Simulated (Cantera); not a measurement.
What does this Cantera script print?

```python
import numpy as np
import cantera as ct

gas_names = """
    H HO2 H2 H2O H2O2 O OH O2 O3 Si SiH SiH2 SiH3 SiH4 SiO SiO2 Si2 Si3
""".split()
cond_names = """
    H2O(s) H2O(L) Si(cr) Si(L) SiO2(Lqz) SiO2(hqz) SiO2(L)
""".split()


# ... load() reads the species with a 1 bar reference pressure and builds the phases ...
atoms = {
    'SiO2': {'Si': 1, 'O': 2},
    'H2': {'H': 2},
    'H2O': {'H': 2, 'O': 1},
}
top_T = {}  # K; cautious upper limits of use, not melting points


# ... equilibrate(T, P, feed) seeds the gas with the atoms and calls Mixture.equilibrate('TP', solver="vcs", rtol=1e-11, max_steps=5000) ...
results = []
feed = {'SiO2': 1, 'H2': 2400, 'H2O': 3.9}  # mol
T = 900  # K
P = 230000  # Pa
mix = equilibrate(T, P, feed)
results.append((T, P, feed, dict(zip(mix.species_names, mix.species_moles))))
x = sorted(zip(gas.X, gas.species_names), reverse=True)
print(f"T = {T:g} K  P = {P:g} Pa  gas = {mix.phase_moles(0):.4g} mol")
print("   x: " + "  ".join(f"{s} {v:.3e}" for v, s in x if v > 1e-06))
print("   condensed (mol): " + ("  ".join(f"{mix.phase(i).name} {mix.phase_moles(i):.4g}"
      for i in range(1, mix.n_phases) if mix.phase_moles(i) > 1e-12) or "none"))
```

It prints:

```
T = 900 K  P = 230000 Pa  gas = 2404 mol
   x: H2 9.984e-01  H2O 1.622e-03
   condensed (mol): SiO2(hqz) 1
```

Method: chemical equilibrium by Gibbs-energy minimisation in Cantera with the NASA 1993 tables (ideal gas, pure condensed phases).
